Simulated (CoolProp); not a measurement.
Saturated liquid density (kg/m³) of hydrogen chloride: the reference equation beside estimates from Tc = 324.7 K, pc = 8.314 MPa, ω = 0.130. Rackett uses Z = 0.29056 − 0.08775 ω.

The numbers come from the reference Helmholtz-energy equation of state, Thol 2018 in CoolProp.

```json
[
 {"T (K)": "181.7", "reference": "1201", "Rackett": "1104", "van der Waals": "710.6", "Redlich-Kwong": "1050", "Soave-Redlich-Kwong": "1058", "Peng-Robinson": "1193"},
 {"T (K)": "188.7", "reference": "1184", "Rackett": "1088", "van der Waals": "700.9", "Redlich-Kwong": "1034", "Soave-Redlich-Kwong": "1042", "Peng-Robinson": "1176"},
 {"T (K)": "195.6", "reference": "1166", "Rackett": "1072", "van der Waals": "691.0", "Redlich-Kwong": "1017", "Soave-Redlich-Kwong": "1027", "Peng-Robinson": "1159"},
 {"T (K)": "202.6", "reference": "1148", "Rackett": "1055", "van der Waals": "680.6", "Redlich-Kwong": "998.9", "Soave-Redlich-Kwong": "1010", "Peng-Robinson": "1141"},
 {"T (K)": "209.6", "reference": "1130", "Rackett": "1039", "van der Waals": "669.9", "Redlich-Kwong": "980.2", "Soave-Redlich-Kwong": "992.3", "Peng-Robinson": "1122"},
 {"T (K)": "216.6", "reference": "1111", "Rackett": "1021", "van der Waals": "658.7", "Redlich-Kwong": "960.7", "Soave-Redlich-Kwong": "973.8", "Peng-Robinson": "1102"},
 {"T (K)": "223.6", "reference": "1092", "Rackett": "1003", "van der Waals": "647.2", "Redlich-Kwong": "940.3", "Soave-Redlich-Kwong": "954.5", "Peng-Robinson": "1081"},
 {"T (K)": "230.5", "reference": "1072", "Rackett": "985.1", "van der Waals": "635.3", "Redlich-Kwong": "919.2", "Soave-Redlich-Kwong": "934.3", "Peng-Robinson": "1058"},
 {"T (K)": "237.5", "reference": "1051", "Rackett": "966.1", "van der Waals": "622.8", "Redlich-Kwong": "896.9", "Soave-Redlich-Kwong": "912.8", "Peng-Robinson": "1035"},
 {"T (K)": "244.5", "reference": "1029", "Rackett": "946.3", "van der Waals": "609.6", "Redlich-Kwong": "873.4", "Soave-Redlich-Kwong": "890.1", "Peng-Robinson": "1009"},
 {"T (K)": "251.5", "reference": "1006", "Rackett": "925.6", "van der Waals": "595.9", "Redlich-Kwong": "848.6", "Soave-Redlich-Kwong": "866.0", "Peng-Robinson": "982.2"},
 {"T (K)": "258.5", "reference": "982.5", "Rackett": "904.1", "van der Waals": "581.4", "Redlich-Kwong": "822.5", "Soave-Redlich-Kwong": "840.3", "Peng-Robinson": "953.2"}
]
```

Absolute difference from the reference over all 12 rows, mean and median: Rackett 8.1 and 8.1 %, van der Waals 40.8 and 40.7 %, Redlich-Kwong 14.0 and 13.7 %, Soave-Redlich-Kwong 12.7 and 12.5 %, Peng-Robinson 1.3 and 0.9 %.
